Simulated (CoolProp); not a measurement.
Vapour-liquid equilibrium of ethanol (1) + cyclohexane (2) at 0.0891 MPa; x and y are mole fractions of (1).

The numbers come from the multi-fluid Helmholtz-energy mixture model, Schroeder 2014 and Zhou 2014; pair parameters Bell 2016 in CoolProp.

```
x      bubble temperature, mixture model (°C)  bubble temperature, Raoult's law (°C)  y, mixture model  y, Raoult's law
-----  --------------------------------------  -------------------------------------  ----------------  ---------------
0.05                                     70.0                                   76.4             0.218            0.052
0.125                                    65.4                                   76.3             0.360            0.131
0.2                                      63.6                                   76.2             0.421            0.208
0.275                                    62.9                                   76.1             0.448            0.285
0.35                                     62.7                                   76.0             0.460            0.361
0.425                                    62.7                                   75.9             0.463            0.436
0.5                                      62.7                                   75.8             0.465            0.511
0.575                                    62.7                                   75.7             0.468            0.586
0.65                                     62.8                                   75.6             0.477            0.660
0.725                                    63.3                                   75.5             0.501            0.733
0.8                                      64.5                                   75.4             0.548            0.807
0.875                                    66.9                                   75.3             0.640            0.879
0.95                                     71.1                                   75.2             0.811            0.952
```

The largest gap from Raoult's law is -13.3 K in bubble temperature, at x = 0.35. y crosses x between x = 0.425 and 0.5: the model has an azeotrope there.

The pair parameters rest on a limited set of measurements; away from them the model extrapolates.
